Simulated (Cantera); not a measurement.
Charge: 1 mol Si, 0.57 mol Cl2, 1.4 mol H2, equilibrated at 1250 K and 65000 Pa.

Equilibrium computed with Cantera from the NASA thermochemical tables; the gas is ideal and each condensed phase is pure. Candidate condensed phases: Si; 19 gas species. The tables' values for SiCl3 are old estimates; treat these amounts as uncertain. Kinetics and transport are ignored.

Base state: H2 0.763, SiCl4 0.100, HCl 0.0637, SiHCl3 0.0428, SiCl3 0.0137, SiCl2 0.0134, SiH2Cl2 0.00249, SiH3Cl 4.00e-5 (mole fractions); condensed: Si(s).

Task: What changes in the equilibrium state with this change: H2 from 1.4 to 15 mol?

Result: 
| species | before | after |
|---|---|---|
| H2 | 0.763 | 0.954 |
| HCl | 0.0637 | 0.0324 |
| SiHCl3 | 0.0428 | 0.00452 |
| SiCl4 | 0.100 | 0.00431 |
| SiCl3 | 0.0137 | 0.00129 |
| SiCl2 | 0.0134 | 0.00277 |
| SiH2Cl2 | 0.00249 | 0.000644 |
| SiH3Cl | 4.00e-5 | 2.54e-5 |
| Si(s), mol | 0.704 | 0.791 |

Task: What changes in the equilibrium state with this change: temperature from 1250 K to 500 K?

Result: 
| species | before | after |
|---|---|---|
| H2 | 0.763 | 0.810 |
| SiCl4 | 0.100 | 0.120 |
| SiHCl3 | 0.0428 | 0.0682 |
| HCl | 0.0637 | 2.28e-6 |
| SiCl2 | 0.0134 | <1e-9 |
| SiCl3 | 0.0137 | 4.04e-9 |
| SiH3Cl | 4.00e-5 | 4.43e-6 |
| SiH2Cl2 | 0.00249 | 0.00133 |
| Si(s), mol | 0.704 | 0.686 |
